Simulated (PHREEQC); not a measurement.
NaOH is added in steps, without added water, to 1 kg of water holding 0.015 mol/kgw HNO3, 5.6e-05 mol/kgw H4SiO4 and 0.0019 mol/kgw H3BO3, at 75 °C. Oxygen alone is held at its pressure in air (log pO2 = -0.68). The system is closed to CO2. Only these solids could form: SiO2(a).

Base run: PHREEQC, ion-association model, wateq4f.dat. Each further column changes one thing. The table gives H2BO3- (mol/kgw).

```tsv
NaOH added (mol)	base	Debye-Hückel limiting law	Davies equation for every ion	database phreeqc.dat	metal-ligand complexes left out
0	2.07e-10	2.19e-10	2.10e-10	2.06e-10	2.07e-10
0.002833	2.56e-10	2.70e-10	2.59e-10	2.53e-10	2.56e-10
0.005667	3.33e-10	3.52e-10	3.37e-10	3.30e-10	3.33e-10
0.0085	4.78e-10	5.05e-10	4.84e-10	4.74e-10	4.78e-10
0.01133	8.48e-10	8.96e-10	8.58e-10	8.41e-10	8.48e-10
0.01417	3.73e-9	3.94e-9	3.78e-9	3.70e-9	3.73e-9
0.017	0.00146	0.00146	0.00146	0.00145	0.00146
```

Away from 25 °C the constants follow the database's enthalpies or fits; those with neither stay at their 25 °C values. phreeqc.dat and wateq4f.dat share most of their constants, so their agreement is no independent check.
